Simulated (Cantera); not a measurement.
A perfectly stirred reactor is fed with H2 : O2 : N2 = 1 : 0.357 : 1.34 (molar parts), at 39000 Pa; it is adiabatic with a 525 K inlet, and is followed from long to short residence time, starting on the burning branch (τ in s: 0.47, 0.14, 0.044, 0.014, 0.0042, 0.0013, 0.0004, 0.00012, 3.8e-05, 1.2e-05).

Cantera simulation using the H2/O2 subset of GRI-Mech 3.0, which has no nitrogen chemistry; the numbers are that mechanism's predictions, not measurements.

Question: What does this change do: pressure from 39000 Pa to 101000 Pa?

Answer: 
```json
[
 {"quantity": "blow-out, bracketed by the residence times tried", "before": "burning at 38.0 µs, out at 12.0 µs", "after": "burning at 12.0 µs, the shortest tried"},
 {"quantity": "x(H2) at τ = 0.470 s", "before": "0.119", "after": "0.120"},
 {"quantity": "x(O2) at τ = 0.470 s", "before": "0.000266", "after": "0.000125"},
 {"quantity": "x(OH) at τ = 0.470 s", "before": "0.00457", "after": "0.00321"},
 {"quantity": "x(H2O) at τ = 0.470 s", "before": "0.297", "after": "0.300"},
 {"quantity": "x(O) at τ = 0.470 s", "before": "0.000254", "after": "0.000119"},
 {"quantity": "x(H2) at τ = 1.30 ms", "before": "0.111", "after": "0.117"},
 {"quantity": "x(O2) at τ = 1.30 ms", "before": "0.00490", "after": "0.00169"},
 {"quantity": "x(OH) at τ = 1.30 ms", "before": "0.0124", "after": "0.00931"},
 {"quantity": "x(H2O) at τ = 1.30 ms", "before": "0.266", "after": "0.285"},
 {"quantity": "x(O) at τ = 1.30 ms", "before": "0.00435", "after": "0.00140"}
]
```
